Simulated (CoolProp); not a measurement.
n-perfluoropentane along the isotherm 178.55 °C: Z from the reference equation and from simpler models built on Tc = 147.9 °C, pc = 2.063 MPa, ω = 0.436; each cubic takes its own stable root.

Values from CoolProp's reference Helmholtz-energy equation of state, Gao 2022.

```csv
p (MPa),phase,reference,Redlich-Kwong,Soave-Redlich-Kwong
0.0316,gas,0.9960,0.9957,0.9960
0.0534,gas,0.9932,0.9928,0.9932
0.0901,gas,0.9884,0.9878,0.9885
0.152,gas,0.9804,0.9793,0.9806
0.257,gas,0.9666,[?],0.9669
0.433,gas,0.9428,[?],0.9436
0.731,gas,0.9006,0.8955,0.9027
1.23,gas,0.8240,0.8152,0.8294
2.08,supercritical,0.6711,0.6482,0.6853
3.51,supercritical,0.3876,0.3872,0.4492
5.93,supercritical,[?],0.4834,0.5106
10,supercritical,0.6679,0.6937,[?]
```

Q: Some entries are withheld; supply them.

A: 
- 0.257, Redlich-Kwong: 0.9647
- 0.433, Redlich-Kwong: 0.9397
- 5.93, reference: 0.4521
- 10, Soave-Redlich-Kwong: 0.7142
